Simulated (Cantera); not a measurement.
A perfectly stirred reactor is fed with 11.7 % CH3OH, 18.3 % O2, 69.0 % N2, 0.939 % H2O, at 1.00 bar; it is adiabatic with a 448 K inlet, and is followed from long to short residence time, starting on the burning branch (τ in s: 0.23, 0.093, 0.037, 0.015, 0.0058, 0.0023, 0.00092, 0.00037, 0.00015, 5.8e-05, 2.3e-05, 9.1e-06).

Detailed kinetics in Cantera: GRI-Mech 3.0 (53 species, 325 reactions). GRI-Mech 3.0 was tuned for natural gas; its chemistry of methanol as a main component is partial and can be far from experiment.

x: mole fraction; the columns are a selection and need not sum to one.

| τ (s) | T (K) | x CH3OH | x O2 | x NO | x H2O | x CH3 |
|---|---|---|---|---|---|---|
| 0.23 | 2250 | 3.97e-7 | 0.0110 | 0.00191 | 0.222 | 8.21e-8 |
| 0.093 | 2242 | 9.07e-7 | 0.0118 | 0.00130 | 0.222 | 1.65e-7 |
| 0.037 | 2223 | 1.98e-6 | 0.0130 | 0.000753 | 0.220 | 2.92e-7 |
| 0.015 | 2190 | 3.98e-6 | 0.0149 | 0.000398 | 0.218 | 4.64e-7 |
| 0.0058 | 2139 | 7.87e-6 | 0.0174 | 0.000192 | 0.214 | 8.43e-7 |
| 0.0023 | 2076 | 1.52e-5 | 0.0204 | 9.67e-5 | 0.209 | 1.89e-6 |
| 0.00092 | 2005 | 3.04e-5 | 0.0236 | 5.47e-5 | 0.204 | 4.78e-6 |
| 0.00037 | 1932 | 6.53e-5 | 0.0271 | 3.37e-5 | 0.199 | 1.24e-5 |
| 0.00015 | 1858 | (withheld) | (withheld) | (withheld) | 0.195 | (withheld) |
| 5.8e-5 | 1718 | 0.000799 | 0.0469 | 4.56e-6 | 0.191 | 0.000106 |
| 2.3e-5 | 448 | 0.117 | 0.183 | <1e-12 | 0.00939 | <1e-12 |
| 9.1e-6 | 448 | 0.117 | 0.183 | <1e-12 | 0.00939 | <1e-12 |

Q: Some entries are withheld; supply them.

A: 
- 0.00015, x CH3OH: 0.000160
- 0.00015, x O2: 0.0319
- 0.00015, x NO: 1.96e-5
- 0.00015, x CH3: 3.25e-5
